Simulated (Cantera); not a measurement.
Input (Python, Cantera) and output of one run.

```python
import numpy as np
import cantera as ct

gas_names = """
    CL CLO CL2 H HCL HOCL HO2 H2 H2O H2O2 Mg MgCL MgCL2 MgH MgO MgOH MgO2H2 Mg2 O OH O2 O3
""".split()
cond_names = """
    H2O(s) H2O(L) Mg(cr) Mg(L) MgCL2(s) MgCL2(L) MgO(s) MgO(L) MgO2H2(s)
""".split()


def load(file, names, dense=False):
    # The tables refer to 1 bar. Condensed volumes are neglected.
    table = {s.name: s for s in ct.Species.list_from_file(file)}
    out = []
    for n in names:
        d = dict(table[n].input_data)
        d["thermo"] = dict(d["thermo"], **{"reference-pressure": 1e5})
        if dense:
            d["equation-of-state"] = {"model": "constant-volume", "density": "1e6 g/cm^3"}
        out.append(ct.Species.from_dict(d))
    return out


gas = ct.Solution(thermo="ideal-gas", species=load("nasa_gas.yaml", gas_names))
cond = {s.name: ct.Solution(thermo="fixed-stoichiometry", species=[s], name=s.name)
        for s in load("nasa_condensed.yaml", cond_names, dense=True)}
atoms = {
    'MgO': {'Mg': 1, 'O': 1},
    'HCl': {'H': 1, 'CL': 1},
}
top_T = {}  # K; cautious upper limits of use, not melting points


def equilibrate(T, P, feed):
    n = {}
    for name, mol in feed.items():
        for a, k in atoms[name].items():
            n[a] = n.get(a, 0.0) + k * mol
    gas.TPX = T, P, n
    mass = sum(n.values()) * gas.mean_molecular_weight
    gas.equilibrate("TP")
    valid = [c for c in cond.values() if c.min_temp <= T <= top_T.get(c.name, c.max_temp)]
    mix = ct.Mixture([(gas, mass / gas.mean_molecular_weight)] + [(c, 0.0) for c in valid])
    mix.T, mix.P = T, P
    mix.equilibrate("TP", solver="vcs", rtol=1e-11, max_steps=5000)
    return mix


results = []
feed = {'MgO': 1, 'HCl': 22}  # mol
P = 1333.22  # Pa
for T in [1023, 1098, 1173, 1248, 1323, 1398, 1473, 1548, 1623, 1698, 1773, 1848, 1923]:
    mix = equilibrate(T, P, feed)
    results.append((T, P, feed, dict(zip(mix.species_names, mix.species_moles))))
    x = sorted(zip(gas.X, gas.species_names), reverse=True)
    print(f"T = {T:g} K  P = {P:g} Pa  gas = {mix.phase_moles(0):.4g} mol")
    print("   x: " + "  ".join(f"{s} {v:.3e}" for v, s in x if v > 1e-06))
    print("   condensed (mol): " + ("  ".join(f"{mix.phase(i).name} {mix.phase_moles(i):.4g}"
          for i in range(1, mix.n_phases) if mix.phase_moles(i) > 1e-12) or "none"))
```

Result:

```
T = 1023 K  P = 1333.22 Pa  gas = 22 mol
   x: HCL 9.896e-01  MgCL2 5.198e-03  H2O 5.198e-03  CL 1.035e-05  H2 1.000e-05  CL2 4.827e-06
   condensed (mol): MgO(s) 0.8856
T = 1098 K  P = 1333.22 Pa  gas = 22 mol
   x: HCL 9.815e-01  MgCL2 9.202e-03  H2O 9.202e-03  CL 3.662e-05  H2 2.649e-05  CL2 8.181e-06
   condensed (mol): MgO(s) 0.7976
T = 1173 K  P = 1333.22 Pa  gas = 22 mol
   x: HCL 9.698e-01  MgCL2 1.502e-02  H2O 1.502e-02  CL 1.069e-04  H2 6.560e-05  CL2 1.214e-05
   condensed (mol): MgO(s) 0.6695
T = 1248 K  P = 1333.22 Pa  gas = 22 mol
   x: HCL 9.537e-01  MgCL2 2.292e-02  H2O 2.292e-02  CL 2.687e-04  H2 1.508e-04  CL2 1.643e-05
   condensed (mol): MgO(s) 0.4957
T = 1323 K  P = 1333.22 Pa  gas = 22.01 mol
   x: HCL 9.330e-01  MgCL2 3.301e-02  H2O 3.301e-02  CL 5.999e-04  H2 3.209e-04  CL2 2.083e-05
   condensed (mol): MgO(s) 0.2735
T = 1398 K  P = 1333.22 Pa  gas = 22.01 mol
   x: HCL 9.076e-01  MgCL2 4.526e-02  H2O 4.526e-02  CL 1.217e-03  H2 6.340e-04  CL2 2.520e-05  OH 1.452e-06  H 1.032e-06
   condensed (mol): MgO(s) 0.003702
T = 1473 K  P = 1333.22 Pa  gas = 22.03 mol
   x: HCL 9.056e-01  MgCL2 4.540e-02  H2O 4.540e-02  CL 2.327e-03  H2 1.195e-03  CL2 3.063e-05  H 3.787e-06  OH 3.745e-06
   condensed (mol): none
T = 1548 K  P = 1333.22 Pa  gas = 22.05 mol
   x: HCL 9.029e-01  MgCL2 4.536e-02  H2O 4.535e-02  CL 4.174e-03  H2 2.122e-03  CL2 3.637e-05  H 1.229e-05  OH 8.769e-06
   condensed (mol): none
T = 1623 K  P = 1333.22 Pa  gas = 22.08 mol
   x: HCL 8.987e-01  MgCL2 4.529e-02  H2O 4.527e-02  CL 7.084e-03  H2 3.578e-03  CL2 4.235e-05  H 3.580e-05  OH 1.897e-05
   condensed (mol): none
T = 1698 K  P = 1333.22 Pa  gas = 22.13 mol
   x: HCL 8.923e-01  MgCL2 4.519e-02  H2O 4.515e-02  CL 1.146e-02  H2 5.752e-03  H 9.498e-05  CL2 4.844e-05  OH 3.832e-05  MgCL 2.002e-06  O2 1.789e-06
   condensed (mol): none
T = 1773 K  P = 1333.22 Pa  gas = 22.2 mol
   x: HCL 8.830e-01  MgCL2 4.504e-02  H2O 4.496e-02  CL 1.776e-02  H2 8.861e-03  H 2.319e-04  OH 7.294e-05  CL2 5.453e-05  MgCL 5.229e-06  O2 3.362e-06  O 1.491e-06
   condensed (mol): none
T = 1848 K  P = 1333.22 Pa  gas = 22.3 mol
   x: HCL 8.701e-01  MgCL2 4.482e-02  H2O 4.469e-02  CL 2.651e-02  H2 1.313e-02  H 5.261e-04  OH 1.318e-04  CL2 6.044e-05  MgCL 1.263e-05  O2 6.029e-06  O 4.028e-06  Mg 1.883e-06
   condensed (mol): none
T = 1923 K  P = 1333.22 Pa  gas = 22.45 mol
   x: HCL 8.527e-01  MgCL2 4.452e-02  H2O 4.429e-02  CL 3.823e-02  H2 1.875e-02  H 1.117e-03  OH 2.272e-04  CL2 6.600e-05  MgCL 2.849e-05  O2 1.039e-05  O 1.010e-05  Mg 6.646e-06
   condensed (mol): none
```

Cantera equilibrium calculation (NASA polynomials, part measured and part estimated; ideal gas, pure solids and liquids).
